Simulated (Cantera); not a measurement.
Cantera run:

```python
import numpy as np
import cantera as ct

gas_names = """
    Ba BaF BaF2 F F2 N NF NF2 NF3 N2
""".split()
cond_names = """
    Ba(cr) Ba(L) BaF2(a) BaF2(b,c) BaF2(L)
""".split()


# ... load() reads the species with a 1 bar reference pressure and builds the phases ...
atoms = {
    'BaF2': {'Ba': 1, 'F': 2},
    'N2': {'N': 2},
}
top_T = {}  # K; cautious upper limits of use, not melting points


# ... equilibrate(T, P, feed) seeds the gas with the atoms and calls Mixture.equilibrate('TP', solver="vcs", rtol=1e-11, max_steps=5000) ...
results = []
feed = {'BaF2': 1, 'N2': 0.73}  # mol
P = 160  # Pa
for T in [1573, 1623, 1673, 1723, 1773, 1823, 1873, 1923, 1973, 2023, 2073, 2123, 2173, 2223]:
    mix = equilibrate(T, P, feed)
    results.append((T, P, feed, dict(zip(mix.species_names, mix.species_moles))))

top = {s: max(r[3][s] / sum(r[3][g] for g in gas_names) for r in results) for s in gas_names}
cols = sorted((s for s in top if top[s] > 0.001), key=lambda s: -top[s])[:6]
seen = [c for c in cond_names if any(r[3].get(c, 0) > 1e-12 for r in results)]
print("log10 of partial pressures in bar; condensed amounts in mol")
print(f"{'T/K':>10s}" + "".join(f"{s[:9]:>10s}" for s in cols + seen))
for T, P, feed, n in results:
    ng = sum(n[g] for g in gas_names)
    print(f"{T:10.4g}" + "".join(f"{np.log10(max(n[s] / ng * P / 1e5, 1e-99)):10.3f}" for s in cols)
          + "".join(f"{n.get(c, 0):10.4g}" for c in seen))
```

Result:

```
log10 of partial pressures in bar; condensed amounts in mol
       T/K        N2      BaF2         F       BaF BaF2(b,c)   BaF2(L)
      1573    -2.828    -3.940    -8.529    -8.529    0.9435         0
      1623    -2.873    -3.583    -8.063    -8.063    0.8576         0
      1673    -2.976    -3.264    -7.633    -7.633         0    0.6238
      1723    -3.171    -3.034    -7.263    -7.263         0         0
      1773    -3.171    -3.034    -7.022    -7.022         0         0
      1823    -3.171    -3.034    -6.795    -6.795         0         0
      1873    -3.171    -3.034    -6.579    -6.579         0         0
      1923    -3.171    -3.034    -6.375    -6.375         0         0
      1973    -3.171    -3.034    -6.181    -6.181         0         0
      2023    -3.171    -3.035    -5.997    -5.997         0         0
      2073    -3.171    -3.035    -5.822    -5.822         0         0
      2123    -3.171    -3.036    -5.655    -5.655         0         0
      2173    -3.171    -3.036    -5.496    -5.496         0         0
      2223    -3.172    -3.037    -5.344    -5.344         0         0
```

Method: chemical equilibrium by Gibbs-energy minimisation in Cantera with the NASA 1993 tables (ideal gas, pure condensed phases).
